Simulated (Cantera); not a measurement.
Mixture: CH4 : CO : O2 : N2 = 1 : 0.79 : 1.84 : 6.93 (molar parts), equivalence ratio 1.3, at 4.15 atm, adiabatic and at constant volume. Ignition delay is the time to a rise of 400 K.

Detailed kinetics in Cantera: GRI-Mech 3.0 (53 species, 325 reactions).

Predict: delay at 1225 K; delay at 1325 K; delay at 1425 K; delay at 1525 K; delay at 1625 K; apparent activation energy between 1525 and 1625 K.


* **delay at 1225 K**: 14.8 ms
* **delay at 1325 K**: 3.72 ms
* **delay at 1425 K**: 1.07 ms
* **delay at 1525 K**: 0.352 ms
* **delay at 1625 K**: 0.132 ms
* **apparent activation energy between 1525 and 1625 K**: 200 kJ/mol
